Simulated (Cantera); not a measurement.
## Ammonia decomposition in nitride growth gas

An isothermal, constant-pressure homogeneous reactor starts with 18.5 % NH3, 81.5 % N2, at 2200 K and 1.00 bar.

Model: the gas-phase N/H chemistry of the illustrative SiF4/NH3 mechanism in the Surface Chemkin manual (1991), integrated in Cantera. Walls and surfaces, which speed up NH3 decomposition in real reactors, are not modelled.

```tsv
t (s)	x NH3	x N	x H	x H2	x NH2	x N2H2
6.00e-5	0.183	1.01e-7	7.35e-6	0.00130	0.00126	1.71e-6
0.000217	0.178	4.77e-7	2.55e-5	0.00784	0.00141	2.61e-6
0.000785	0.160	1.53e-6	7.28e-5	0.0305	0.00111	2.18e-6
0.00284	0.111	2.89e-6	0.000205	0.0926	0.000747	1.37e-6
0.0103	0.0334	3.47e-6	0.000571	0.191	0.000307	3.42e-7
0.0371	0.000683	2.25e-6	0.00209	0.232	1.90e-5	3.57e-9
0.134	2.34e-5	1.73e-7	0.00273	0.233	8.49e-7	1.07e-11
0.485	5.04e-6	3.74e-8	0.00273	0.233	1.83e-7	2.06e-12
1.75	1.78e-6	1.33e-8	0.00273	0.233	6.48e-8	1.69e-12
6.34	1.46e-6	1.09e-8	0.00273	0.233	5.31e-8	1.67e-12
22.9	1.46e-6	1.08e-8	0.00273	0.233	5.30e-8	1.67e-12
83.0	1.46e-6	1.08e-8	0.00273	0.233	5.30e-8	1.67e-12
300	1.46e-6	1.08e-8	0.00273	0.233	5.30e-8	1.67e-12
```
x: mole fraction; the columns are a selection and need not sum to one.

Equilibrium at this temperature and pressure: NH3 1.46e-6, N 1.08e-8, H 0.00273, H2 0.233, NH2 5.30e-8, N2H2 1.67e-12 (gas phase only).
